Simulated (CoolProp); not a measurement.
Isobutene at several states: fugacity coefficient from the reference equation and from simpler models built on Tc = 418.1 K, pc = 4.016 MPa, ω = 0.193; each cubic takes its own stable root.

Model: reference Helmholtz-energy equation of state, Lemmon 2005, in CoolProp. It is a short technical equation, of lower accuracy than the large ones.

| T (K) | p (MPa) | phase | reference | van der Waals | Redlich-Kwong | Soave-Redlich-Kwong | Peng-Robinson |
|---|---|---|---|---|---|---|---|
| 318.5 | 0.115 | gas | 0.9756 | 0.9839 | 0.9791 | 0.9778 | 0.9765 |
| 295.3 | 0.148 | gas | 0.9591 | 0.9754 | 0.9670 | 0.9647 | 0.9629 |
| 417.5 | 0.0474 | gas | 0.9959 | 0.9965 | 0.9960 | 0.9960 | 0.9955 |
| 310.2 | 1.91 | liquid | 0.2154 | 0.4973 | 0.2781 | 0.2202 | 0.2160 |
| 472.3 | 10.4 | supercritical | 0.5107 | 0.5103 | 0.5090 | 0.5362 | 0.5037 |
